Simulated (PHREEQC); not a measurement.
A column of 0.5 m (40 cells, dispersivity 0.018 m, 3600 s a shift, diffusion coefficient 3e-10 m²/s) holds 0.00081 eq of the database's cation exchanger X per kg of pore water, first in equilibrium with 0.02 mol NaCl, 0.003 mol MgCl2 and 1e-05 mol HCl per kg of water. It is flushed with 0.0016 mol/kgw NH4Cl and 1e-05 mol/kgw HCl, at 25 °C. Values are for the last cell. CO2 from the air is kept out. Precipitation was switched off in this run.

The numbers come from PHREEQC with the ion-association model, phreeqc.dat.

```json
[
 {"pore volumes": "0", "NH4 in solution (mol/kgw)": "0", "Na in solution (mol/kgw)": "0.0200", "Mg in solution (mol/kgw)": "0.00300", "Cl in solution (mol/kgw)": "0.0260", "NH4X on the exchanger (mol/kgw)": "0", "MgX2 on the exchanger (mol/kgw)": "0.000337"},
 {"pore volumes": "0.1375", "NH4 in solution (mol/kgw)": "0", "Na in solution (mol/kgw)": "0.0200", "Mg in solution (mol/kgw)": "0.00300", "Cl in solution (mol/kgw)": "0.0260", "NH4X on the exchanger (mol/kgw)": "0", "MgX2 on the exchanger (mol/kgw)": "0.000337"},
 {"pore volumes": "0.3875", "NH4 in solution (mol/kgw)": "1.63e-7", "Na in solution (mol/kgw)": "0.0200", "Mg in solution (mol/kgw)": "0.00300", "Cl in solution (mol/kgw)": "0.0260", "NH4X on the exchanger (mol/kgw)": "4.39e-9", "MgX2 on the exchanger (mol/kgw)": "0.000337"},
 {"pore volumes": "0.5125", "NH4 in solution (mol/kgw)": "8.76e-6", "Na in solution (mol/kgw)": "0.0199", "Mg in solution (mol/kgw)": "0.00298", "Cl in solution (mol/kgw)": "0.0258", "NH4X on the exchanger (mol/kgw)": "2.37e-7", "MgX2 on the exchanger (mol/kgw)": "0.000337"},
 {"pore volumes": "0.6375", "NH4 in solution (mol/kgw)": "7.17e-5", "Na in solution (mol/kgw)": "0.0189", "Mg in solution (mol/kgw)": "0.00282", "Cl in solution (mol/kgw)": "0.0246", "NH4X on the exchanger (mol/kgw)": "1.99e-6", "MgX2 on the exchanger (mol/kgw)": "0.000338"},
 {"pore volumes": "0.7625", "NH4 in solution (mol/kgw)": "0.000239", "Na in solution (mol/kgw)": "0.0163", "Mg in solution (mol/kgw)": "0.00243", "Cl in solution (mol/kgw)": "0.0214", "NH4X on the exchanger (mol/kgw)": "7.17e-6", "MgX2 on the exchanger (mol/kgw)": "0.000340"},
 {"pore volumes": "1.012", "NH4 in solution (mol/kgw)": "0.000737", "Na in solution (mol/kgw)": "0.00872", "Mg in solution (mol/kgw)": "0.00130", "Cl in solution (mol/kgw)": "0.0121", "NH4X on the exchanger (mol/kgw)": "3.05e-5", "MgX2 on the exchanger (mol/kgw)": "0.000344"},
 {"pore volumes": "1.137", "NH4 in solution (mol/kgw)": "0.000941", "Na in solution (mol/kgw)": "0.00554", "Mg in solution (mol/kgw)": "0.000841", "Cl in solution (mol/kgw)": "0.00817", "NH4X on the exchanger (mol/kgw)": "4.84e-5", "MgX2 on the exchanger (mol/kgw)": "0.000345"},
 {"pore volumes": "1.262", "NH4 in solution (mol/kgw)": "0.00108", "Na in solution (mol/kgw)": "0.00328", "Mg in solution (mol/kgw)": "0.000530", "Cl in solution (mol/kgw)": "0.00544", "NH4X on the exchanger (mol/kgw)": "7.01e-5", "MgX2 on the exchanger (mol/kgw)": "0.000343"},
 {"pore volumes": "1.512", "NH4 in solution (mol/kgw)": "0.00125", "Na in solution (mol/kgw)": "0.001000", "Mg in solution (mol/kgw)": "0.000229", "Cl in solution (mol/kgw)": "0.00272", "NH4X on the exchanger (mol/kgw)": "0.000121", "MgX2 on the exchanger (mol/kgw)": "0.000332"},
 {"pore volumes": "1.637", "NH4 in solution (mol/kgw)": "0.00130", "Na in solution (mol/kgw)": "0.000526", "Mg in solution (mol/kgw)": "0.000166", "Cl in solution (mol/kgw)": "0.00217", "NH4X on the exchanger (mol/kgw)": "0.000146", "MgX2 on the exchanger (mol/kgw)": "0.000324"},
 {"pore volumes": "1.762", "NH4 in solution (mol/kgw)": "0.00135", "Na in solution (mol/kgw)": "0.000270", "Mg in solution (mol/kgw)": "0.000129", "Cl in solution (mol/kgw)": "0.00189", "NH4X on the exchanger (mol/kgw)": "0.000170", "MgX2 on the exchanger (mol/kgw)": "0.000316"},
 {"pore volumes": "1.887", "NH4 in solution (mol/kgw)": "0.00139", "Na in solution (mol/kgw)": "0.000136", "Mg in solution (mol/kgw)": "0.000105", "Cl in solution (mol/kgw)": "0.00174", "NH4X on the exchanger (mol/kgw)": "0.000190", "MgX2 on the exchanger (mol/kgw)": "0.000308"},
 {"pore volumes": "2.138", "NH4 in solution (mol/kgw)": "0.00144", "Na in solution (mol/kgw)": "3.31e-5", "Mg in solution (mol/kgw)": "7.79e-5", "Cl in solution (mol/kgw)": "0.00164", "NH4X on the exchanger (mol/kgw)": "0.000224", "MgX2 on the exchanger (mol/kgw)": "0.000292"},
 {"pore volumes": "2.263", "NH4 in solution (mol/kgw)": "0.00146", "Na in solution (mol/kgw)": "1.61e-5", "Mg in solution (mol/kgw)": "6.91e-5", "Cl in solution (mol/kgw)": "0.00162", "NH4X on the exchanger (mol/kgw)": "0.000238", "MgX2 on the exchanger (mol/kgw)": "0.000286"},
 {"pore volumes": "2.388", "NH4 in solution (mol/kgw)": "0.00147", "Na in solution (mol/kgw)": "7.72e-6", "Mg in solution (mol/kgw)": "6.21e-5", "Cl in solution (mol/kgw)": "0.00162", "NH4X on the exchanger (mol/kgw)": "0.000251", "MgX2 on the exchanger (mol/kgw)": "0.000279"},
 {"pore volumes": "2.513", "NH4 in solution (mol/kgw)": "0.00149", "Na in solution (mol/kgw)": "3.69e-6", "Mg in solution (mol/kgw)": "5.63e-5", "Cl in solution (mol/kgw)": "0.00161", "NH4X on the exchanger (mol/kgw)": "0.000263", "MgX2 on the exchanger (mol/kgw)": "0.000273"},
 {"pore volumes": "2.763", "NH4 in solution (mol/kgw)": "0.00150", "Na in solution (mol/kgw)": "8.25e-7", "Mg in solution (mol/kgw)": "4.76e-5", "Cl in solution (mol/kgw)": "0.00161", "NH4X on the exchanger (mol/kgw)": "0.000284", "MgX2 on the exchanger (mol/kgw)": "0.000263"},
 {"pore volumes": "2.888", "NH4 in solution (mol/kgw)": "0.00151", "Na in solution (mol/kgw)": "3.88e-7", "Mg in solution (mol/kgw)": "4.42e-5", "Cl in solution (mol/kgw)": "0.00161", "NH4X on the exchanger (mol/kgw)": "0.000294", "MgX2 on the exchanger (mol/kgw)": "0.000258"},
 {"pore volumes": "3.013", "NH4 in solution (mol/kgw)": "0.00152", "Na in solution (mol/kgw)": "1.82e-7", "Mg in solution (mol/kgw)": "4.12e-5", "Cl in solution (mol/kgw)": "0.00161", "NH4X on the exchanger (mol/kgw)": "0.000302", "MgX2 on the exchanger (mol/kgw)": "0.000254"},
 {"pore volumes": "3.263", "NH4 in solution (mol/kgw)": "0.00153", "Na in solution (mol/kgw)": "3.96e-8", "Mg in solution (mol/kgw)": "3.63e-5", "Cl in solution (mol/kgw)": "0.00161", "NH4X on the exchanger (mol/kgw)": "0.000319", "MgX2 on the exchanger (mol/kgw)": "0.000246"},
 {"pore volumes": "3.388", "NH4 in solution (mol/kgw)": "0.00153", "Na in solution (mol/kgw)": "1.84e-8", "Mg in solution (mol/kgw)": "3.43e-5", "Cl in solution (mol/kgw)": "0.00161", "NH4X on the exchanger (mol/kgw)": "0.000326", "MgX2 on the exchanger (mol/kgw)": "0.000242"},
 {"pore volumes": "3.513", "NH4 in solution (mol/kgw)": "0.00153", "Na in solution (mol/kgw)": "8.54e-9", "Mg in solution (mol/kgw)": "3.25e-5", "Cl in solution (mol/kgw)": "0.00161", "NH4X on the exchanger (mol/kgw)": "0.000334", "MgX2 on the exchanger (mol/kgw)": "0.000238"},
 {"pore volumes": "3.638", "NH4 in solution (mol/kgw)": "0.00154", "Na in solution (mol/kgw)": "3.96e-9", "Mg in solution (mol/kgw)": "3.09e-5", "Cl in solution (mol/kgw)": "0.00161", "NH4X on the exchanger (mol/kgw)": "0.000341", "MgX2 on the exchanger (mol/kgw)": "0.000235"},
 {"pore volumes": "3.888", "NH4 in solution (mol/kgw)": "0.00154", "Na in solution (mol/kgw)": "8.48e-10", "Mg in solution (mol/kgw)": "2.81e-5", "Cl in solution (mol/kgw)": "0.00161", "NH4X on the exchanger (mol/kgw)": "0.000354", "MgX2 on the exchanger (mol/kgw)": "0.000228"},
 {"pore volumes": "4.013", "NH4 in solution (mol/kgw)": "0.00155", "Na in solution (mol/kgw)": "3.92e-10", "Mg in solution (mol/kgw)": "2.68e-5", "Cl in solution (mol/kgw)": "0.00161", "NH4X on the exchanger (mol/kgw)": "0.000360", "MgX2 on the exchanger (mol/kgw)": "0.000225"}
]
```
